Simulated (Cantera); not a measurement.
Input (Python, Cantera) and output of one run.

```python
import numpy as np
import cantera as ct

gas_names = """
    CL CLF CLF3 CL2 F F2 N NF NF2 NF3 N2 Si SiCL SiCL2 SiCL3 SiCL4 SiF SiF2 SiF3 SiF4 SiN Si2 Si2N Si3
""".split()
cond_names = """
    Si(cr) Si(L) Si3N4(a)
""".split()


# ... load() reads the species with a 1 bar reference pressure and builds the phases ...
atoms = {
    'Si': {'Si': 1},
    'NF3': {'N': 1, 'F': 3},
    'Cl2': {'CL': 2},
}
top_T = {'Si3N4(a)': 2400}  # K; cautious upper limits of use, not melting points


# ... equilibrate(T, P, feed) seeds the gas with the atoms and calls Mixture.equilibrate('TP', solver="vcs", rtol=1e-11, max_steps=5000) ...
results = []
P = 20000  # Pa
for T in [575, 675, 775, 875, 975, 1075, 1175, 1275, 1375, 1475, 1575, 1675]:
    for m in [0.72, 0.84, 0.97, 1.1, 1.3, 1.5, 1.8, 2.1, 2.4, 2.8, 3.3, 3.8]:
        feed = {'Si': 1, 'NF3': m, 'Cl2': 0.57}  # mol
        mix = equilibrate(T, P, feed)
        results.append((T, P, feed, dict(zip(mix.species_names, mix.species_moles))))

for T, P, feed, n in results:
    print(f"{T:7g} {feed['NF3']:10.4g}  " + (" + ".join(c for c in cond_names if n.get(c, 0) > 1e-12) or "gas only"))
```

Output:

```
    575       0.72  Si3N4(a)
    575       0.84  Si3N4(a)
    575       0.97  gas only
    575        1.1  gas only
    575        1.3  gas only
    575        1.5  gas only
    575        1.8  gas only
    575        2.1  gas only
    575        2.4  gas only
    575        2.8  gas only
    575        3.3  gas only
    575        3.8  gas only
    675       0.72  Si3N4(a)
    675       0.84  Si3N4(a)
    675       0.97  gas only
    675        1.1  gas only
    675        1.3  gas only
    675        1.5  gas only
    675        1.8  gas only
    675        2.1  gas only
    675        2.4  gas only
    675        2.8  gas only
    675        3.3  gas only
    675        3.8  gas only
    775       0.72  Si3N4(a)
    775       0.84  Si3N4(a)
    775       0.97  gas only
    775        1.1  gas only
    775        1.3  gas only
    775        1.5  gas only
    775        1.8  gas only
    775        2.1  gas only
    775        2.4  gas only
    775        2.8  gas only
    775        3.3  gas only
    775        3.8  gas only
    875       0.72  Si3N4(a)
    875       0.84  Si3N4(a)
    875       0.97  gas only
    875        1.1  gas only
    875        1.3  gas only
    875        1.5  gas only
    875        1.8  gas only
    875        2.1  gas only
    875        2.4  gas only
    875        2.8  gas only
    875        3.3  gas only
    875        3.8  gas only
    975       0.72  Si3N4(a)
    975       0.84  Si3N4(a)
    975       0.97  gas only
    975        1.1  gas only
    975        1.3  gas only
    975        1.5  gas only
    975        1.8  gas only
    975        2.1  gas only
    975        2.4  gas only
    975        2.8  gas only
    975        3.3  gas only
    975        3.8  gas only
   1075       0.72  Si3N4(a)
   1075       0.84  Si3N4(a)
   1075       0.97  gas only
   1075        1.1  gas only
   1075        1.3  gas only
   1075        1.5  gas only
   1075        1.8  gas only
   1075        2.1  gas only
   1075        2.4  gas only
   1075        2.8  gas only
   1075        3.3  gas only
   1075        3.8  gas only
   1175       0.72  Si3N4(a)
   1175       0.84  Si3N4(a)
   1175       0.97  gas only
   1175        1.1  gas only
   1175        1.3  gas only
   1175        1.5  gas only
   1175        1.8  gas only
   1175        2.1  gas only
   1175        2.4  gas only
   1175        2.8  gas only
   1175        3.3  gas only
   1175        3.8  gas only
   1275       0.72  Si3N4(a)
   1275       0.84  Si3N4(a)
   1275       0.97  gas only
   1275        1.1  gas only
   1275        1.3  gas only
   1275        1.5  gas only
   1275        1.8  gas only
   1275        2.1  gas only
   1275        2.4  gas only
   1275        2.8  gas only
   1275        3.3  gas only
   1275        3.8  gas only
   1375       0.72  Si3N4(a)
   1375       0.84  Si3N4(a)
   1375       0.97  gas only
   1375        1.1  gas only
   1375        1.3  gas only
   1375        1.5  gas only
   1375        1.8  gas only
   1375        2.1  gas only
   1375        2.4  gas only
   1375        2.8  gas only
   1375        3.3  gas only
   1375        3.8  gas only
   1475       0.72  Si3N4(a)
   1475       0.84  Si3N4(a)
   1475       0.97  gas only
   1475        1.1  gas only
   1475        1.3  gas only
   1475        1.5  gas only
   1475        1.8  gas only
   1475        2.1  gas only
   1475        2.4  gas only
   1475        2.8  gas only
   1475        3.3  gas only
   1475        3.8  gas only
   1575       0.72  Si3N4(a)
   1575       0.84  gas only
   1575       0.97  gas only
   1575        1.1  gas only
   1575        1.3  gas only
   1575        1.5  gas only
   1575        1.8  gas only
   1575        2.1  gas only
   1575        2.4  gas only
   1575        2.8  gas only
   1575        3.3  gas only
   1575        3.8  gas only
   1675       0.72  gas only
   1675       0.84  gas only
   1675       0.97  gas only
   1675        1.1  gas only
   1675        1.3  gas only
   1675        1.5  gas only
   1675        1.8  gas only
   1675        2.1  gas only
   1675        2.4  gas only
   1675        2.8  gas only
   1675        3.3  gas only
   1675        3.8  gas only
```

Equilibrium computed with Cantera from the NASA thermochemical tables; the gas is ideal and each condensed phase is pure. The tables' values for SiCl3, SiF2, SiF3 are old estimates.
